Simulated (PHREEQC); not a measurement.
A column of 0.1 m (40 cells, dispersivity 0.008 m, 60 s a shift, diffusion coefficient 3e-10 m²/s) holds 0.0039 eq of the database's cation exchanger X per kg of pore water, first in equilibrium with 0.021 mol/kgw MgCl2, 0.037 mol/kgw CaCl2, 0.00033 mol/kgw NaCl and 1e-05 mol/kgw HCl. It is flushed with 0.002 mol MgSO4 and 1e-05 mol HCl per kg of water, at 40 °C. Values are for the last cell. The system is closed to CO2. Precipitation was switched off in this run.

The series has 33 steps of pore volumes, from 0 to 4.013.

Model: ion-association model, phreeqc.dat, run in PHREEQC.

Problem. After how many pore volumes does S at the outlet first reach half of its feed value?

Solution. By 1.0 pore volumes.

Complexes and solids missing from the database can't appear. Constants without temperature data keep their 25 °C values here.
